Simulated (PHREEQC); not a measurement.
Make-up at 61 °C: 91 mmol/kgw NaH2PO4, 0.29 mmol/kgw Na2SO4 and 55 mmol/kgw NH4HF2. Closed to the air; pH follows from the charge balance.

The numbers come from PHREEQC with the ion-association model, wateq4f.dat.

| Quantity | Result |
|---|---|
| pH | 3.43 |
| ionic strength | 0.146 mol/kgw |
| activity of water | 0.994 |
| total alkalinity | -55.0 meq/kg |

```
species  molality  activity   log γ
-------  --------  --------  ------
Na+        0.0902    0.0673  -0.127
H2PO4-     0.0859    0.0647  -0.124
NH4+       0.0550    0.0410  -0.127
F-         0.0503    0.0360  -0.144
HF         0.0387    0.0400   0.015
HF2-      0.00884   0.00634  -0.144
H3PO4     0.00501   0.00518   0.015
NaF       0.00135   0.00139   0.015
H2F2      0.00101   0.00105   0.015
H+       0.000464  0.000371  -0.097
SO4-2    0.000204   6.23e-5  -0.516
```

No solid was allowed to form. Complexes and solids missing from the database can't appear. H3PO4, which wateq4f.dat lacks, is added to it with the constant of phreeqc.dat. Constants without temperature data keep their 25 °C values here.
